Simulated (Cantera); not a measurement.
Catalytic combustion on Pt

An isothermal plug-flow reactor at 500 K and 750 Torr (inlet), inlet velocity 1.5 m/s, active area per volume 480 1/m; feed H₂ : O₂ : N₂ : H₂O = 0.01 : 0.14 : 0.79 : 0.008 (molar parts).

Detailed kinetics in Cantera: Deutschmann's 1995 Pt surface mechanism with GRI-Mech 3.0 gas chemistry. Catalytic surfaces can have several steady states; this one follows from the mechanism file's or the stated starting coverage. Mass transfer to the wall is taken as infinitely fast.

```
z (m)       x H₂   x O₂    x H₂O  θ free Pt   θ O*   θ OH*
-------  -------  -----  -------  ---------  -----  ------
6.9e-05  0.00993  0.147  0.00906     0.0987  0.859  0.0420
0.00012  0.00952  0.147  0.00948     0.0948  0.863  0.0417
0.00019  0.00901  0.147  0.01000     0.0898  0.869  0.0412
0.00032  0.00818  0.147   0.0108     0.0818  0.878  0.0403
0.00053  0.00713  0.146   0.0119     0.0714  0.890  0.0388
0.00089  0.00583  0.146   0.0132     0.0587  0.905  0.0364
0.0015   0.00445  0.145   0.0146     0.0450  0.922  0.0331
0.0025   0.00320  0.145   0.0159     0.0325  0.938  0.0291
0.0041   0.00221  0.144   0.0169     0.0225  0.953  0.0248
0.0069   0.00143  0.144   0.0176     0.0146  0.965  0.0204
```
x: gas mole fraction; θ: surface coverage.
